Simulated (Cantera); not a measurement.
Source: NASA polynomial tables (part measured, part estimated), evaluated in Cantera. Values are per mole of reaction as written; species without (g) are pure solids or liquids, kept so even where they would boil at 1 bar.

3 Cl(g) + NH3(g) = N(g) + 3 HCl(g)

```tsv
T (K)	ΔH° (kJ)	ΔS° (J/K)	ΔG° (kJ)	log10 K
2100	-133.3	17.6	-170.4	4.24
2250	___	___	___	___
2400	___	___	___	___
2550	___	___	___	___
2700	-138.7	15.4	-180.3	3.49
2850	-140.0	14.9	-182.5	3.35
```

Task: Some entries are withheld; supply them.

Result: 
- 2250, ΔH° (kJ): -134.6
- 2250, ΔS° (J/K): 17.0
- 2250, ΔG° (kJ): -173.0
- 2250, log10 K: 4.02
- 2400, ΔH° (kJ): -135.9
- 2400, ΔS° (J/K): 16.5
- 2400, ΔG° (kJ): -175.5
- 2400, log10 K: 3.82
- 2550, ΔH° (kJ): -137.3
- 2550, ΔS° (J/K): 15.9
- 2550, ΔG° (kJ): -177.9
- 2550, log10 K: 3.64
